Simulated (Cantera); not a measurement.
# Thermodynamics of hydrogen reduction and annealing atmospheres, feed Cr2O3 + H2

Feed: 1 mol Cr2O3, 33 mol H2, held at 1527 °C.

Equilibrium computed with Cantera from the NASA thermochemical tables; the gas is ideal and each condensed phase is pure. Candidate condensed phases: Cr, Cr2O3, H2O; 13 gas species. Mutual solubility and eutectic melting of coexisting phases are not modelled. Kinetics and transport are ignored.

From 10.0 Pa to 750 Pa the condensed part is Cr2O3(s). From 3200 Pa to 1000000 Pa the condensed part is Cr(s) + Cr2O3(s). The main Cr-bearing gas is Cr throughout. The share of Cr in condensed phases is highest at 1000000 Pa (100.0 %) and lowest at 10.0 Pa (38.8 %).

```tsv
P (Pa)	x H2	x H2O	x Cr	x H	x CrO	x OH	x CrO2	n Cr2O3(s)	n Cr(s)
10	0.880	0.0515	0.0341	0.0336	0.00105	0.000130	2.38e-5	0.388	0
42	0.933	0.0300	0.0199	0.0169	0.000337	3.59e-5	4.20e-6	0.656	0
180	0.963	0.0171	0.0114	0.00828	0.000106	9.71e-6	7.28e-7	0.808	0
750	0.980	0.00975	0.00649	0.00409	3.39e-5	2.69e-6	1.31e-7	0.891	0
3200	0.989	0.00641	0.00290	0.00199	9.85e-6	8.52e-7	2.47e-8	0.929	0.0454
13000	0.992	0.00643	0.000714	0.000989	2.42e-6	4.23e-7	6.09e-9	0.929	0.118
56000	0.993	0.00643	0.000166	0.000477	5.63e-7	2.04e-7	1.41e-9	0.929	0.136
240000	0.993	0.00644	3.87e-5	0.000230	1.31e-7	9.86e-8	3.30e-10	0.929	0.140
1000000	0.993	0.00644	9.28e-6	0.000113	3.15e-8	4.83e-8	7.91e-11	0.929	0.141
```
x: gas mole fraction; n: condensed amount in mol.
